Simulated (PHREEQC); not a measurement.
Solution (20 °C): 0.00095 mol NH3 per kg of water. Closed to the air; pH follows from the charge balance.

Computed with PHREEQC (ion-association model, phreeqc.dat).

```tsv
quantity	before	after
pH	10.24	10.61
ionic strength (mol/kgw)	0.000121	0.000283
NH3 (mol/kgw)	0.000829	0.00447
NH4+ (mol/kgw)	0.000121	0.000283
```

Task: What was changed between the two runs?
(A) diluted 5-fold with water
(B) NH3 from 0.00095 to 0.00475 mol/kgw
(C) 0.00093 mol/kgw CaBr2 added
(D) NH3 from 0.00095 to 0.0095 mol/kgw
(E) 0.00023 mol/kgw CO2 added

Result: B, NH3 from 0.00095 to 0.00475 mol/kgw

No solid was allowed to form.
